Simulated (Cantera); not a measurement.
Feed: 1 mol HMDSO, 3.8 mol NO, 0.38 mol H₂, at 46.0 Pa.

These are equilibrium values from Cantera (NASA tables, ideal gas, pure condensed phases), not measurements of a reactor. Candidate condensed phases: C, C₆H₆, C₇H₈, C₈H₁₈, H₂O, Si, SiC, SiO₂, Si₂N₂O, Si₃N₄; 151 gas species. The feed counts by its element totals alone. Rates play no part.

What share of the Si ends up in condensed phases as a function of T (K), at 1500, 1550, 1600, 1650, 1700, 1750, 1800, 1850, 1900, 1950, 2000, 2050?


```tsv
T (K)	Si condensed (%)	as
1500	80.0	SiC(s)
1550	80.0	SiC(s)
1600	80.0	SiC(s)
1650	79.9	SiC(s)
1700	79.9	SiC(s)
1750	79.8	SiC(s)
1800	79.5	SiC(s)
1850	79.1	SiC(s)
1900	78.1	SiC(s)
1950	76.3	SiC(s)
2000	72.9	SiC(s)
2050	67.5	SiC(s)
```
